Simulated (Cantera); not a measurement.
A closed system holds: 1 mol SiCl4, 4.6 mol NH3, 8.2 mol N2, equilibrated at 6.40e-5 bar.

Cantera equilibrium calculation (NASA polynomials, part measured and part estimated; ideal gas, pure solids and liquids). Candidate condensed phases: NH4Cl, Si, Si3N4; 28 gas species. Rates play no part.

Over these rows the condensed part is Si3N4(s). Partial pressures as log10 of bar:

```json
[
 {"T (K)": "900", "1000/T (1/K)": "1.1111", "log p SiCl2": "-10.49", "log p N2": "-4.47", "log p H2": "-4.77", "log p HCl": "-4.87"},
 {"T (K)": "1000", "1000/T (1/K)": "1.0000", "log p SiCl2": "-8.94", "log p N2": "-4.47", "log p H2": "-4.77", "log p HCl": "-4.87"},
 {"T (K)": "1100", "1000/T (1/K)": "0.9091", "log p SiCl2": "-7.68", "log p N2": "-4.47", "log p H2": "-4.77", "log p HCl": "-4.87"},
 {"T (K)": "1200", "1000/T (1/K)": "0.8333", "log p SiCl2": "-6.67", "log p N2": "-4.47", "log p H2": "-4.77", "log p HCl": "-4.88"},
 {"T (K)": "1300", "1000/T (1/K)": "0.7692", "log p SiCl2": "-5.95", "log p N2": "-4.47", "log p H2": "-4.75", "log p HCl": "-4.95"},
 {"T (K)": "1400", "1000/T (1/K)": "0.7143", "log p SiCl2": "?", "log p N2": "-4.46", "log p H2": "-4.72", "log p HCl": "-5.12"}
]
```

Q: Fit log p(SiCl2) = a + b·(1000/T) to the five rows, give the apparent enthalpy, and predict the row at 1400 K.

A: Means: 1000/T = 0.9245, log p = -7.946. Sxy = -0.980204, Sxx = 0.0731925, so b = -13.39 and a = -7.946 − (-13.39)×0.9245 = 4.43.
Apparent enthalpy: −19.145 × (-13.39) = 256 kJ/mol. With the condensed phases at unit activity, 1/3 Si3N4(s) + 2 HCl(g) = SiCl2(g) + 2/3 N2(g) + H2(g) links this pressure to the main gases: over the six rows their terms move log p by -0.56 in all, so the slope isn't that reaction's ΔH° alone. The five rows lie within 0.08 of the line.
Prediction at 1400 K: 4.43 + (-13.39)×0.7143 = -5.13. The computed value is -5.56, 0.43 from the line.
